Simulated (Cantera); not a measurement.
A Cantera script and what it prints.

```python
import numpy as np
import cantera as ct

gas_names = [...]  # 47 gases of nasa_gas.yaml made of Cl, H, N, O, Si
cond_names = """
    H2O(s) H2O(L) NH4CL(a) NH4CL(b) Si(cr) Si(L) SiO2(Lqz) SiO2(hqz) SiO2(L) Si2N2O(s) Si3N4(a)
""".split()


# ... load() reads the species with a 1 bar reference pressure and builds the phases ...
atoms = {
    'SiO2': {'Si': 1, 'O': 2},
    'HCl': {'H': 1, 'CL': 1},
    'N2': {'N': 2},
}
top_T = {'Si2N2O(s)': 2100, 'Si3N4(a)': 2400}  # K; cautious upper limits of use, not melting points


# ... equilibrate(T, P, feed) seeds the gas with the atoms and calls Mixture.equilibrate('TP', solver="vcs", rtol=1e-11, max_steps=5000) ...
results = []
feed = {'SiO2': 1, 'HCl': 50, 'N2': 77}  # mol
P = 100000  # Pa
for T in [650, 750, 850, 950, 1050, 1150, 1250, 1350, 1450, 1550, 1650, 1750, 1850]:
    mix = equilibrate(T, P, feed)
    results.append((T, P, feed, dict(zip(mix.species_names, mix.species_moles))))

top = {s: max(r[3][s] / sum(r[3][g] for g in gas_names) for r in results) for s in gas_names}
cols = sorted((s for s in top if top[s] > 0.001), key=lambda s: -top[s])[:7]
seen = [c for c in cond_names if any(r[3].get(c, 0) > 1e-12 for r in results)]
print("log10 of partial pressures in bar; condensed amounts in mol")
print(f"{'T/K':>10s}" + "".join(f"{s[:9]:>10s}" for s in cols + seen))
for T, P, feed, n in results:
    ng = sum(n[g] for g in gas_names)
    print(f"{T:10.4g}" + "".join(f"{np.log10(max(n[s] / ng * P / 1e5, 1e-99)):10.3f}" for s in cols)
          + "".join(f"{n.get(c, 0):10.4g}" for c in seen))
```

It prints:

```
log10 of partial pressures in bar; condensed amounts in mol
       T/K        N2       HCL        CL        H2 SiO2(Lqz) SiO2(hqz)   SiO2(L)
       650    -0.217    -0.405   -11.041    -8.309    0.9998         0         0
       750    -0.217    -0.405    -9.221    -7.305    0.9993         0         0
       850    -0.217    -0.405    -7.826    -6.532         0    0.9985         0
       950    -0.217    -0.405    -6.725    -5.911         0    0.9971         0
      1050    -0.217    -0.405    -5.840    -5.392         0    0.9952         0
      1150    -0.217    -0.405    -5.118    -4.938         0    0.9926         0
      1250    -0.217    -0.405    -4.525    -4.529         0    0.9895         0
      1350    -0.217    -0.405    -4.031    -4.153         0    0.9859         0
      1450    -0.217    -0.406    -3.615    -3.808         0    0.9818         0
      1550    -0.217    -0.406    -3.259    -3.494         0    0.9773         0
      1650    -0.217    -0.407    -2.949    -3.210         0    0.9724         0
      1750    -0.218    -0.409    -2.677    -2.956         0         0    0.9669
      1850    -0.218    -0.411    -2.434    -2.730         0         0    0.9592
```

Cantera equilibrium calculation (NASA polynomials, part measured and part estimated; ideal gas, pure solids and liquids). The tables' values for SiCl3 are old estimates; treat these amounts as uncertain. The tables hold silica as quartz up to 1696 K and as liquid above; real silica turns to tridymite and cristobalite and melts near 1996 K.
